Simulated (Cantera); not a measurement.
Cantera run:

```python
import numpy as np
import cantera as ct

gas_names = """
    Br Br2 Si SiBr SiBr2 SiBr3 SiBr4 Si2 Si3
""".split()
cond_names = """
    Br2(cr) Br2(L) Si(cr) Si(L)
""".split()


# ... load() reads the species with a 1 bar reference pressure and builds the phases ...
atoms = {
    'Si': {'Si': 1},
    'Br2': {'Br': 2},
}
top_T = {}  # K; cautious upper limits of use, not melting points


# ... equilibrate(T, P, feed) seeds the gas with the atoms and calls Mixture.equilibrate('TP', solver="vcs", rtol=1e-11, max_steps=5000) ...
results = []
T = 1623  # K
P = 14  # Pa
for m in [1, 1.2, 1.4, 1.7, 2, 2.3, 2.7, 3.2, 3.7, 4.4, 5.1, 6, 7.1]:
    feed = {'Si': 1, 'Br2': m}  # mol
    mix = equilibrate(T, P, feed)
    results.append((T, P, feed, dict(zip(mix.species_names, mix.species_moles))))
    x = sorted(zip(gas.X, gas.species_names), reverse=True)
    print(f"T = {T:g} K  P = {P:g} Pa  n(Br2) = {m:g} mol  gas = {mix.phase_moles(0):.4g} mol")
    print("   x: " + "  ".join(f"{s} {v:.3e}" for v, s in x if v > 1e-06))
    print("   condensed (mol): " + ("  ".join(f"{mix.phase(i).name} {mix.phase_moles(i):.4g}"
          for i in range(1, mix.n_phases) if mix.phase_moles(i) > 1e-12) or "none"))
```

Result:

```
T = 1623 K  P = 14 Pa  n(Br2) = 1 mol  gas = 1.119 mol
   x: SiBr2 7.853e-01  Br 2.049e-01  SiBr 7.221e-03  SiBr3 1.433e-03  Si 1.117e-03  SiBr4 3.352e-05  Br2 1.957e-05  Si2 3.208e-06
   condensed (mol): Si(cr) 0.1102
T = 1623 K  P = 14 Pa  n(Br2) = 1.2 mol  gas = 1.405 mol
   x: SiBr2 7.047e-01  Br 2.883e-01  SiBr 4.605e-03  SiBr3 1.810e-03  Si 5.063e-04  SiBr4 5.956e-05  Br2 3.875e-05
   condensed (mol): none
T = 1623 K  P = 14 Pa  n(Br2) = 1.4 mol  gas = 1.8 mol
   x: SiBr2 5.507e-01  Br 4.444e-01  SiBr 2.334e-03  SiBr3 2.181e-03  Si 1.665e-04  SiBr4 1.106e-04  Br2 9.210e-05
   condensed (mol): none
T = 1623 K  P = 14 Pa  n(Br2) = 1.7 mol  gas = 2.397 mol
   x: Br 5.827e-01  SiBr2 4.134e-01  SiBr3 2.146e-03  SiBr 1.337e-03  Br2 1.583e-04  SiBr4 1.428e-04  Si 7.271e-05
   condensed (mol): none
T = 1623 K  P = 14 Pa  n(Br2) = 2 mol  gas = 2.996 mol
   x: Br 6.660e-01  SiBr2 3.307e-01  SiBr3 1.962e-03  SiBr 9.355e-04  Br2 2.068e-04  SiBr4 1.492e-04  Si 4.453e-05
   condensed (mol): none
T = 1623 K  P = 14 Pa  n(Br2) = 2.3 mol  gas = 3.595 mol
   x: Br 7.216e-01  SiBr2 2.755e-01  SiBr3 1.771e-03  SiBr 7.194e-04  Br2 2.427e-04  SiBr4 1.459e-04  Si 3.160e-05
   condensed (mol): none
T = 1623 K  P = 14 Pa  n(Br2) = 2.7 mol  gas = 4.393 mol
   x: Br 7.721e-01  SiBr2 2.254e-01  SiBr3 1.550e-03  SiBr 5.498e-04  Br2 2.779e-04  SiBr4 1.366e-04  Si 2.257e-05
   condensed (mol): none
T = 1623 K  P = 14 Pa  n(Br2) = 3.2 mol  gas = 5.392 mol
   x: Br 8.142e-01  SiBr2 1.836e-01  SiBr3 1.332e-03  SiBr 4.247e-04  Br2 3.091e-04  SiBr4 1.238e-04  Si 1.653e-05
   condensed (mol): none
T = 1623 K  P = 14 Pa  n(Br2) = 3.7 mol  gas = 6.391 mol
   x: Br 8.432e-01  SiBr2 1.548e-01  SiBr3 1.163e-03  SiBr 3.459e-04  Br2 3.315e-04  SiBr4 1.120e-04  Si 1.300e-05
   condensed (mol): none
T = 1623 K  P = 14 Pa  n(Br2) = 4.4 mol  gas = 7.79 mol
   x: Br 8.713e-01  SiBr2 1.270e-01  SiBr3 9.858e-04  Br2 3.539e-04  SiBr 2.746e-04  SiBr4 9.804e-05  Si 9.990e-06
   condensed (mol): none
T = 1623 K  P = 14 Pa  n(Br2) = 5.1 mol  gas = 9.189 mol
   x: Br 8.908e-01  SiBr2 1.076e-01  SiBr3 8.544e-04  Br2 3.700e-04  SiBr 2.276e-04  SiBr4 8.687e-05  Si 8.100e-06
   condensed (mol): none
T = 1623 K  P = 14 Pa  n(Br2) = 6 mol  gas = 10.99 mol
   x: Br 9.086e-01  SiBr2 9.001e-02  SiBr3 7.287e-04  Br2 3.849e-04  SiBr 1.866e-04  SiBr4 7.557e-05  Si 6.511e-06
   condensed (mol): none
T = 1623 K  P = 14 Pa  n(Br2) = 7.1 mol  gas = 13.19 mol
   x: Br 9.238e-01  SiBr2 7.499e-02  SiBr3 6.172e-04  Br2 3.979e-04  SiBr 1.529e-04  SiBr4 6.508e-05  Si 5.248e-06
   condensed (mol): none
```

Method: chemical equilibrium by Gibbs-energy minimisation in Cantera with the NASA 1993 tables (ideal gas, pure condensed phases). The tables' values for SiBr, SiBr3 are old estimates; treat these amounts as uncertain.
